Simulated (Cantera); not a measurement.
Input (Python, Cantera):

```python
import numpy as np
import cantera as ct

gas = ct.Solution("SiF4_NH3_mec.yaml", "gas")
gas.TPX = 2325, 100000, {'NH3': 1, 'N2': 0.2}
inlet = ct.Reservoir(gas, clone=True)

reactor = ct.IdealGasConstPressureReactor(gas, energy="off", clone=False)
exhaust = ct.Reservoir(gas, clone=True)
tau = [0.54, 0.27, 0.13, 0.065, 0.032, 0.016, 0.0077, 0.0038, 0.0019, 0.00093, 0.00046][0]
for a, b in ((inlet, reactor), (reactor, exhaust)):
    ct.MassFlowController(a, b, mdot=lambda t: reactor.mass / tau)
net = ct.ReactorNet([reactor])
show = ['NH3', 'NH2', 'N2H2', 'H2', 'NH', 'N2', 'H']

rows = []
print(f"{'tau/s':>10s}{'T/K':>9s}" + "".join(f"{s:>11s}" for s in show))
for tau in [0.54, 0.27, 0.13, 0.065, 0.032, 0.016, 0.0077, 0.0038, 0.0019, 0.00093, 0.00046]:
    net.initial_time = 0.0
    net.advance(30 * tau)
    before = gas.X
    net.advance(40 * tau)
    drift = np.max(np.abs(gas.X - before) / (gas.X + 1e-9))
    rows.append([gas.T, *gas[show].X, drift])
    print(f"{tau:10.3e}{gas.T:9.1f}" + "".join(f"{x:11.3e}" for x in gas[show].X))
```

Result:

```
     tau/s      T/K        NH3        NH2       N2H2         H2         NH         N2          H
 5.400e-01   2325.0  1.548e-03  5.792e-05  1.810e-08  6.738e-01  1.440e-05  3.166e-01  7.926e-03
 2.700e-01   2325.0  2.757e-03  9.034e-05  3.954e-08  6.737e-01  1.962e-05  3.165e-01  6.941e-03
 1.300e-01   2325.0  5.999e-03  1.543e-04  9.449e-08  6.722e-01  2.618e-05  3.162e-01  5.436e-03
 6.500e-02   2325.0  1.355e-02  2.623e-04  2.156e-07  6.671e-01  3.327e-05  3.150e-01  4.060e-03
 3.200e-02   2325.0  2.970e-02  4.383e-04  4.808e-07  6.547e-01  4.195e-05  3.121e-01  3.039e-03
 1.600e-02   2325.0  5.977e-02  6.990e-04  1.011e-06  6.305e-01  5.216e-05  3.067e-01  2.320e-03
 7.700e-03   2325.0  1.169e-01  1.101e-03  2.122e-06  5.840e-01  6.441e-05  2.962e-01  1.733e-03
 3.800e-03   2325.0  2.073e-01  1.632e-03  4.108e-06  5.100e-01  7.646e-05  2.797e-01  1.267e-03
 1.900e-03   2325.0  3.316e-01  2.270e-03  7.276e-06  4.082e-01  8.639e-05  2.569e-01  8.854e-04
 9.300e-04   2325.0  4.782e-01  2.979e-03  1.175e-05  2.880e-01  9.192e-05  2.300e-01  5.724e-04
 4.600e-04   2325.0  6.094e-01  3.646e-03  1.653e-05  1.804e-01  9.074e-05  2.059e-01  3.488e-04
```

Computed with Cantera and the gas-phase N/H chemistry of the illustrative SiF4/NH3 mechanism in the Surface Chemkin manual (1991). Walls and surfaces, which speed up NH3 decomposition in real reactors, are not modelled.
